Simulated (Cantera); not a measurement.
What does this Cantera script print?

```python
import numpy as np
import cantera as ct

gas = ct.Solution("h2o2.yaml")
gas.TPX = 925, 100000, {'H2': 0.28, 'O2': 1, 'N2': 0.56}
reactor = ct.IdealGasConstPressureReactor(gas, energy="off", clone=False)
net = ct.ReactorNet([reactor])
net.rtol, net.atol = 1e-08, 1e-18
show = ['H2', 'O2', 'H', 'HO2', 'H2O2', 'OH']
times = np.geomspace(7e-06, 300, 14)

steps = ct.SolutionArray(gas, extra=["t"])
rows = []
print(f"{'t/s':>10s}{'T/K':>9s}{'P/Pa':>11s}" + "".join(f"{s:>11s}" for s in show))
for t in times:
    while net.time < t:
        t_next = net.step()
        steps.append(gas.state, t=t_next)
    rows.append([np.interp(t, steps.t, y) for y in (steps.T, steps.P, *steps(*show).X.T)])
    print(f"{t:10.3e}{rows[-1][0]:9.1f}{rows[-1][1]:11.4g}" + "".join(f"{x:11.3e}" for x in rows[-1][2:]))
rate = np.gradient(steps.T, steps.t)
print("integrator steps:", len(steps.t))
if steps.T.max() > steps.T[0] + 200:
    print(f"time of steepest temperature rise: {steps.t[rate.argmax()]:.4e} s")
gas.TPX = 925, 100000, {'H2': 0.28, 'O2': 1, 'N2': 0.56}
gas.equilibrate("TP")
print(f"equilibrium (TP): T = {gas.T:.1f} K  " + "  ".join(f"{s} {gas[s].X[0]:.3e}" for s in show))
```

Result:

```
       t/s      T/K       P/Pa         H2         O2          H        HO2       H2O2         OH
 7.000e-06    925.0      1e+05  1.522e-01  5.435e-01  1.820e-11  8.335e-11  1.128e-14  2.517e-12
 2.705e-05    925.0      1e+05  1.522e-01  5.435e-01  3.899e-11  5.037e-10  2.532e-13  6.728e-12
 1.045e-04    925.0      1e+05  1.522e-01  5.435e-01  5.493e-11  2.884e-09  5.822e-12  9.945e-12
 4.040e-04    925.0      1e+05  1.522e-01  5.435e-01  5.927e-11  1.299e-08  1.088e-10  1.075e-11
 1.561e-03    925.0      1e+05  1.522e-01  5.435e-01  7.562e-11  5.616e-08  1.822e-09  1.375e-11
 6.032e-03    925.0      1e+05  1.522e-01  5.435e-01  1.792e-10  3.088e-07  3.524e-08  3.325e-11
 2.331e-02    925.0      1e+05  1.522e-01  5.435e-01  2.645e-09  4.819e-06  2.392e-06  5.378e-10
 9.008e-02    925.0      1e+05  1.487e-01  5.424e-01  2.528e-07  6.535e-05  7.845e-04  7.711e-08
 3.481e-01    925.0      1e+05  7.979e-02  5.250e-01  1.955e-07  8.023e-05  2.280e-03  1.920e-07
 1.345e+00    925.0      1e+05  5.667e-03  5.072e-01  8.752e-09  2.016e-05  1.575e-04  1.544e-07
 5.199e+00    925.0      1e+05  2.803e-04  5.060e-01  6.610e-11  1.688e-06  1.162e-06  2.443e-08
 2.009e+01    925.0      1e+05  3.589e-05  5.059e-01  2.045e-12  2.797e-07  3.314e-08  5.649e-09
 7.763e+01    925.0      1e+05  3.019e-06  5.059e-01  9.509e-14  4.710e-08  1.150e-09  2.538e-09
 3.000e+02    925.0      1e+05  1.825e-12  5.059e-01  3.539e-16  6.327e-10  1.167e-10  3.777e-08
integrator steps: 2869
equilibrium (TP): T = 925.0 K  H2 1.821e-12  O2 5.059e-01  H 3.537e-16  HO2 6.319e-10  H2O2 1.170e-10  OH 3.782e-08
```

Cantera simulation using the H2/O2 subset of GRI-Mech 3.0, which has no nitrogen chemistry; the numbers are that mechanism's predictions, not measurements. Below about 950 K walls govern HO2 and H2O2 in real vessels. The temperature is held fixed by assumption; the heat of reaction is taken as removed at once.
